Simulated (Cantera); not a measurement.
**Stirred combustor or abatement burner**

A perfectly stirred reactor is fed with 2.63 % CH₄, 0.552 % C₂H₆, 0.263 % C₃H₈, 20.3 % O₂, 76.3 % N₂, at 9.87 atm; it is adiabatic with a 675 K inlet, and is followed from long to short residence time, starting on the burning branch (τ in s: 0.17, 0.072, 0.03, 0.013, 0.0054, 0.0023, 0.00097, 0.00041, 0.00017, 7.3e-05, 3.1e-05, 1.3e-05, 5.5e-06).

Model: GRI-Mech 3.0 (53 species, 325 reactions), integrated in Cantera.

```tsv
τ (s)	T (K)	x CH₄	x C₂H₆	x C₃H₈	x C₂H	x H₂O
0.17	1640	3.33e-6	1.59e-7	7.58e-8	2.75e-11	0.0792
0.072	1639	6.45e-6	3.19e-7	1.56e-7	5.64e-11	0.0792
0.030	1638	1.24e-5	6.34e-7	3.16e-7	1.11e-10	0.0791
0.013	1635	2.29e-5	1.21e-6	6.12e-7	2.03e-10	0.0790
0.0054	1631	4.46e-5	2.42e-6	1.23e-6	3.56e-10	0.0789
0.0023	1621	8.93e-5	4.95e-6	2.50e-6	5.57e-10	0.0787
0.00097	1598	0.000212	1.19e-5	5.84e-6	7.15e-10	0.0781
0.00041	675	0.0263	0.00552	0.00263	<1e-12	<1e-12
0.00017	675	0.0263	0.00552	0.00263	<1e-12	<1e-12
7.3e-5	675	0.0263	0.00552	0.00263	<1e-12	<1e-12
3.1e-5	675	0.0263	0.00552	0.00263	<1e-12	<1e-12
1.3e-5	675	0.0263	0.00552	0.00263	<1e-12	<1e-12
5.5e-6	675	0.0263	0.00552	0.00263	<1e-12	<1e-12
```
x: mole fraction; the columns are a selection and need not sum to one.
